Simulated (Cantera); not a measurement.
A perfectly stirred reactor is fed with H₂ : O₂ : N₂ = 1.2 : 1 : 5.1 (molar parts), at 0.133 bar; it is held at 898 K, and followed from long to short residence time.

Model: the H2/O2 subset of GRI-Mech 3.0, which has no nitrogen chemistry, integrated in Cantera. Radical loss at walls, strong at low pressure, is not modelled. Below about 950 K walls govern HO2 and H2O2 in real vessels. The temperature is held fixed by assumption; the heat of reaction is taken as removed at once.

x: mole fraction; the columns are a selection and need not sum to one.

| τ (s) | x H₂ | x O₂ | x H₂O₂ | x H₂O | x OH |
|---|---|---|---|---|---|
| 0.41 | 0.00616 | 0.0626 | 1.06e-6 | 0.172 | 4.20e-5 |
| 0.22 | (withheld) | 0.0634 | (withheld) | 0.170 | (withheld) |
| 0.11 | 0.0108 | 0.0647 | 7.22e-7 | 0.167 | 8.64e-5 |
| 0.058 | 0.0143 | 0.0664 | 6.52e-7 | 0.163 | 0.000120 |
| 0.030 | 0.0192 | 0.0687 | 6.16e-7 | 0.158 | 0.000168 |
| 0.016 | (withheld) | 0.0717 | 6.02e-7 | 0.150 | (withheld) |
| 0.0082 | 0.0341 | 0.0759 | 5.94e-7 | 0.140 | 0.000305 |
| 0.0043 | 0.0452 | 0.0813 | 5.82e-7 | 0.127 | 0.000397 |

Q: Fill in the missing entries.

A: 
- 0.22, x H₂: 0.00801
- 0.22, x H₂O₂: 8.59e-7
- 0.22, x OH: 5.95e-5
- 0.016, x H₂: 0.0254
- 0.016, x OH: 0.000226
